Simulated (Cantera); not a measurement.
# Reactions in the system Cl-N-O-Ti

Standard-state values (1 bar) from the NASA 1993 polynomials, evaluated with Cantera. Values are per mole of reaction as written; species without (g) are pure solids or liquids, kept so even where they would boil at 1 bar.

Ti₃O₅ + 2 TiCl₃(g) ⇌ 2 TiO(g) + 3 TiOCl₂(g)

```tsv
T (K)	ΔH° (kJ)	ΔS° (J/K)	ΔG° (kJ)	log10 K
300	2009.9	666.7	1809.9	-315.12
923	1968.0	587.9	1425.4	-80.66
998	1963.7	583.4	1381.4	-72.30
1073	1959.1	579.0	1337.8	-65.13
1148	1954.3	574.7	1294.6	-58.90
1223	1949.2	570.4	1251.7	-53.46
1298	1943.9	566.2	1209.0	-48.65
1373	1938.4	562.0	1166.7	-44.39
1448	1932.6	557.9	1124.7	-40.57
```

Ti₃O₅ + 4 N(g) ⇌ 2 N₂O(g) + 3 TiO(g)

```
T (K)  ΔH° (kJ)  ΔS° (J/K)  ΔG° (kJ)  log10 K
-----  --------  ---------  --------  -------
300       894.8      397.5     775.5  -135.03
923       838.6      289.6     571.3   -32.33
998       833.5      284.3     549.8   -28.77
1073      828.3      279.2     528.6   -25.73
1148      822.9      274.4     507.9   -23.11
1223      817.3      269.7     487.5   -20.82
1298      811.6      265.1     467.4   -18.81
1373      805.7      260.7     447.7   -17.03
1448      799.6      256.4     428.3   -15.45
```
